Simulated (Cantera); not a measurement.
Stirred combustor or abatement burner

A perfectly stirred reactor is fed with CH4 : O2 : N2 : H2 = 1 : 3.28 : 12.3 : 0.21 (molar parts), equivalence ratio 0.64, at 11300 Torr; it is adiabatic with a 400 K inlet, and is followed from long to short residence time, starting on the burning branch (τ in s: 0.024, 0.011, 0.0054, 0.0025, 0.0012, 0.00056, 0.00026, 0.00012, 5.9e-05).

Cantera simulation using GRI-Mech 3.0 (53 species, 325 reactions); the numbers are that mechanism's predictions, not measurements. The pressure lies above the range GRI-Mech 3.0 was tuned for (to about 10 atm).

| τ (s) | T (K) | x CH4 | x O2 | x NO | x HCN | x C2H4 | x C2H6 | x N2O |
|---|---|---|---|---|---|---|---|---|
| 0.024 | 1832 | 9.84e-6 | 0.0704 | 1.15e-5 | 8.20e-9 | 5.18e-9 | 1.03e-9 | 8.05e-7 |
| 0.011 | 1830 | 1.86e-5 | 0.0705 | 8.02e-6 | 1.03e-8 | 1.73e-8 | 3.48e-9 | 1.02e-6 |
| 0.0054 | 1828 | 3.24e-5 | 0.0706 | 6.47e-6 | 1.37e-8 | 4.76e-8 | 9.66e-9 | 1.31e-6 |
| 0.0025 | 1824 | 5.82e-5 | 0.0708 | 5.57e-6 | 1.95e-8 | 1.33e-7 | 2.76e-8 | 1.71e-6 |
| 0.0012 | 1817 | 0.000103 | 0.0712 | 4.95e-6 | 2.80e-8 | 3.47e-7 | 7.40e-8 | 2.12e-6 |
| 0.00056 | 1804 | 0.000193 | 0.0720 | 4.15e-6 | 4.02e-8 | 9.78e-7 | 2.20e-7 | 2.40e-6 |
| 0.00026 | 1775 | 0.000420 | 0.0741 | 2.83e-6 | 5.46e-8 | 3.51e-6 | 8.84e-7 | 2.29e-6 |
| 0.00012 | 400 | 0.0596 | 0.195 | <1e-12 | <1e-12 | <1e-12 | <1e-12 | <1e-12 |
| 5.9e-5 | 400 | 0.0596 | 0.195 | <1e-12 | <1e-12 | <1e-12 | <1e-12 | <1e-12 |
x: mole fraction; the columns are a selection and need not sum to one.
